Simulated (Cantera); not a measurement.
**Mg(OH)2 + H2 + CO2 (calcination and drying)**

A closed system holds: 1 mol Mg(OH)2, 0.16 mol H2, 0.45 mol CO2, equilibrated at 1725 °C.

Method: chemical equilibrium by Gibbs-energy minimisation in Cantera with the NASA 1993 tables (ideal gas, pure condensed phases). Candidate condensed phases: C, C6H6, C7H8, C8H18, H2O, Mg, MgCO3, MgO, Mg(OH)2; 116 gas species. The numbers say what is thermodynamically allowed, not how fast it happens.

```json
[
 {"P (Pa)": "10", "x H2O": "0.528", "x CO2": "0.153", "x CO": "0.0942", "x H2": "0.0712", "x O2": "0.0446", "x H": "0.0428", "x OH": "0.0317", "x Mg": "0.0199", "x O": "0.0139", "n MgO(s)": "0.963"},
 {"P (Pa)": "36", "x H2O": "0.602", "x CO2": "0.182", "x CO": "0.0823", "x H2": "0.0593", "x O2": "0.0231", "x H": "0.0206", "x OH": "0.0208", "x Mg": "0.00406", "x O": "0.00529", "n MgO(s)": "0.993"},
 {"P (Pa)": "130", "x H2O": "0.642", "x CO2": "0.202", "x CO": "0.0710", "x H2": "0.0494", "x O2": "0.0105", "x H": "0.00990", "x OH": "0.0128", "x Mg": "0.000876", "x O": "0.00188", "n MgO(s)": "0.998"},
 {"P (Pa)": "460", "x H2O": "0.662", "x CO2": "0.212", "x CO": "0.0642", "x H2": "0.0438", "x O2": "0.00403", "x H": "0.00495", "x OH": "0.00746", "x Mg": "0.000213", "x O": "0.000617", "n MgO(s)": "1.000"},
 {"P (Pa)": "1700", "x H2O": "0.672", "x CO2": "0.217", "x CO": "0.0610", "x H2": "0.0413", "x O2": "0.00126", "x H": "0.00250", "x OH": "0.00406", "x Mg": "5.35e-5", "x O": "0.000180", "n MgO(s)": "1.000"},
 {"P (Pa)": "6000", "x H2O": "0.677", "x CO2": "0.219", "x CO": "0.0599", "x H2": "0.0405", "x O2": "0.000377", "x H": "0.00132", "x OH": "0.00219", "x Mg": "1.48e-5", "x O": "5.23e-5", "n MgO(s)": "1.000"},
 {"P (Pa)": "22000", "x H2O": "0.679", "x CO2": "0.220", "x CO": "0.0595", "x H2": "0.0402", "x O2": "0.000105", "x H": "0.000686", "x OH": "0.00115", "x Mg": "3.99e-6", "x O": "1.44e-5", "n MgO(s)": "1.000"},
 {"P (Pa)": "77000", "x H2O": "0.679", "x CO2": "0.220", "x CO": "0.0594", "x H2": "0.0401", "x O2": "3.02e-5", "x H": "0.000366", "x OH": "0.000618", "x Mg": "1.13e-6", "x O": "4.13e-6", "n MgO(s)": "1.000"},
 {"P (Pa)": "280000", "x H2O": "0.680", "x CO2": "0.220", "x CO": "0.0594", "x H2": "0.0401", "x O2": "8.32e-6", "x H": "0.000192", "x OH": "0.000324", "x Mg": "3.12e-7", "x O": "1.14e-6", "n MgO(s)": "1.000"},
 {"P (Pa)": "1000000", "x H2O": "0.680", "x CO2": "0.220", "x CO": "0.0593", "x H2": "0.0401", "x O2": "2.33e-6", "x H": "0.000102", "x OH": "0.000172", "x Mg": "8.72e-8", "x O": "3.19e-7", "n MgO(s)": "1.000"}
]
```
x: gas mole fraction; n: condensed amount in mol.

From 10.0 Pa to 1000000 Pa the condensed part is MgO(s). The main Mg-bearing gas is Mg at 10.0 Pa and Mg(OH)2 at 1000000 Pa.
